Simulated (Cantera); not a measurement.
A perfectly stirred reactor is fed with CH4 : O2 : N2 = 1 : 2.06 : 7.75 (molar parts), equivalence ratio 0.97, at 2.10 bar; it is adiabatic with a 800 K inlet, and is followed from long to short residence time, starting on the burning branch (τ in s: 0.073, 0.039, 0.021, 0.011, 0.0061, 0.0033, 0.0018, 0.00095, 0.00051, 0.00028, 0.00015, 8e-05, 4.3e-05).

Computed with Cantera and GRI-Mech 3.0 (53 species, 325 reactions).

x: mole fraction; the columns are a selection and need not sum to one.

| τ (s) | T (K) | x CH4 | x O2 | x H2O2 | x C2H4 | x CO | x N2O |
|---|---|---|---|---|---|---|---|
| 0.073 | 2472 | 9.34e-7 | 0.0121 | 1.82e-7 | 1.11e-11 | 0.0156 | 3.79e-7 |
| 0.039 | 2471 | 1.72e-6 | 0.0123 | 1.84e-7 | 3.72e-11 | 0.0157 | 3.81e-7 |
| 0.021 | 2468 | 3.10e-6 | 0.0127 | 1.87e-7 | 1.19e-10 | 0.0160 | 3.82e-7 |
| 0.011 | 2463 | 5.66e-6 | 0.0133 | 1.91e-7 | 3.82e-10 | 0.0164 | 3.80e-7 |
| 0.0061 | 2455 | 9.62e-6 | 0.0140 | 1.95e-7 | 1.05e-9 | 0.0171 | 3.73e-7 |
| 0.0033 | 2440 | 1.63e-5 | 0.0150 | 2.00e-7 | 2.78e-9 | 0.0183 | 3.59e-7 |
| 0.0018 | 2417 | 2.69e-5 | 0.0163 | 2.08e-7 | 6.65e-9 | 0.0199 | 3.41e-7 |
| 0.00095 | 2383 | 4.44e-5 | 0.0180 | 2.23e-7 | 1.52e-8 | 0.0222 | 3.17e-7 |
| 0.00051 | 2341 | 7.19e-5 | 0.0200 | ? | 3.24e-8 | 0.0249 | 2.92e-7 |
| 0.00028 | 2293 | 0.000115 | 0.0221 | ? | 6.67e-8 | 0.0277 | 2.70e-7 |
| 0.00015 | 2238 | 0.000194 | 0.0247 | ? | 1.49e-7 | 0.0309 | 2.49e-7 |
| 8.0e-5 | 2178 | 0.000342 | 0.0277 | ? | 3.71e-7 | 0.0345 | 2.30e-7 |
| 4.3e-5 | 2116 | 0.000644 | 0.0317 | ? | 1.09e-6 | 0.0390 | 2.11e-7 |

Question: Some entries are withheld; supply them.

Answer: 
- 0.00051, x H2O2: 2.46e-7
- 0.00028, x H2O2: 2.80e-7
- 0.00015, x H2O2: 3.28e-7
- 8.0e-5, x H2O2: 3.91e-7
- 4.3e-5, x H2O2: 4.74e-7
